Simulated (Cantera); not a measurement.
Thermodynamics of silicon epitaxy and polysilicon growth, feed SiCl₄ + Cl₂ + H₂

Feed: 1 mol SiCl₄, 0.05 mol Cl₂, 7.1 mol H₂, held at 1200 K and 1.00 bar.

These are equilibrium values from Cantera (NASA tables, ideal gas, pure condensed phases), not measurements of a reactor. Candidate condensed phases: Si; 19 gas species. The tables' values for SiCl₃ are old estimates; treat these amounts as uncertain. Rates play no part.

```json
{
 "x(H₂)": "0.820",
 "x(SiCl₄)": "0.0811",
 "x(HCl)": "0.0576",
 "x(SiHCl₃)": "0.0314",
 "x(SiCl₃)": "0.00511",
 "x(SiCl₂)": "0.00282",
 "x(SiH₂Cl₂)": "0.00159",
 "x(SiH₃Cl)": "2.21e-5",
 "gas_amount": "8.194 mol",
 "log10 activity of Si(s) (absent)": "-0.53"
}
```
